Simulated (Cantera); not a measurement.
N2O furnace oxynitridation

An isothermal, constant-pressure homogeneous reactor starts with 53.9 % N2O, 2.37 % H2, 43.7 % N2, at 1375 K and 218 Torr.

Model: GRI-Mech 3.0 (53 species, 325 reactions), integrated in Cantera. GRI-Mech 3.0 was tuned for natural gas; its chemistry of N2O as a main component is partial and can be far from experiment. The mechanism lacks the step 2 NO + O2 → 2 NO2, which can matter for NO2 below about 1400 K. The temperature is held fixed by assumption; the heat of reaction is taken as removed at once.

| t (s) | x N2O | x H2 | x NO2 | x O2 | x OH | x N2 | x H2O2 |
|---|---|---|---|---|---|---|---|
| 0.000900 | 0.523 | 0.00936 | 3.24e-6 | 0.000450 | 0.000154 | 0.452 | 8.35e-8 |
| 0.00353 | 0.508 | 0.000604 | 5.34e-5 | 0.00239 | 8.78e-5 | 0.464 | 4.87e-8 |
| 0.0139 | 0.485 | 9.86e-7 | 0.000230 | 0.00991 | 7.48e-5 | 0.477 | 2.21e-8 |
| 0.0545 | 0.407 | 4.02e-7 | 0.000333 | 0.0358 | 8.11e-5 | 0.520 | 1.28e-8 |
| 0.214 | 0.218 | 4.23e-7 | 0.000271 | 0.0999 | 7.87e-5 | 0.625 | 9.57e-9 |
| 0.841 | 0.0307 | 3.22e-7 | 0.000169 | 0.165 | 5.58e-5 | 0.729 | 5.11e-9 |
| 3.30 | 0.000222 | 2.96e-8 | 0.000219 | 0.176 | 1.48e-5 | 0.747 | 4.72e-10 |
| 13.0 | 8.54e-7 | 2.57e-8 | 0.000228 | 0.176 | 1.36e-5 | 0.748 | 4.03e-10 |
| 50.9 | 8.50e-7 | 2.57e-8 | 0.000228 | 0.176 | 1.36e-5 | 0.748 | 4.03e-10 |
| 200 | 8.36e-7 | 2.57e-8 | 0.000226 | 0.176 | 1.36e-5 | 0.748 | 4.04e-10 |
x: mole fraction; the columns are a selection and need not sum to one.

Equilibrium at this temperature and pressure: N2O 2.12e-8, H2 2.38e-8, NO2 2.66e-6, O2 0.205, OH 1.41e-5, N2 0.776, H2O2 4.34e-10 (gas phase only).
